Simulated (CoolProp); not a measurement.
R404A at 290.23 K and 0.704 MPa is compressed adiabatically to 4.6 MPa with isentropic efficiency 0.75. Each further row changes one setting.

Values from CoolProp's reference Helmholtz-energy equation of state, Lemmon 2003. It is a pseudo-pure fit of the blend.

```
case             work (kJ/kg)  final temperature (K)  final density (kg/m³)
---------------  ------------  ---------------------  ---------------------
as stated                51.3                  383.5                    223
efficiency 1       (withheld)                  376.0             (withheld)
efficiency 0.65    (withheld)                  388.6                    212
```

What belongs in the gaps?


- efficiency 1, work (kJ/kg): 38.5
- efficiency 1, final density (kg/m³): 246
- efficiency 0.65, work (kJ/kg): 59.2
